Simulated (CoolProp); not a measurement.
Vapour-liquid equilibrium of CHF3 (R23) (1) + R143a (2) at 0.0282 MPa; x and y are mole fractions of (1).

Model: multi-fluid Helmholtz-energy mixture model, Penoncello 2003 and Lemmon and Jacobsen 2000; pair parameters Bell 2016, in CoolProp.

**Question.** Give the bubble temperature and the first vapour's composition at x = 0.55, 0.85, 0.95. Is there an azeotrope?

**Answer.** x = 0.55: -94.8 °C, y = 0.919; x = 0.85: -99.7 °C, y = 0.980; x = 0.95: -100.9 °C, y = 0.994. No azeotrope shows between x = 0.05 and 0.95.

The pair parameters rest on a limited set of measurements; away from them the model extrapolates. The gap from Raoult's law changes sign with composition, which may be real or a fault of the pair parameters; it wasn't checked against measurements.
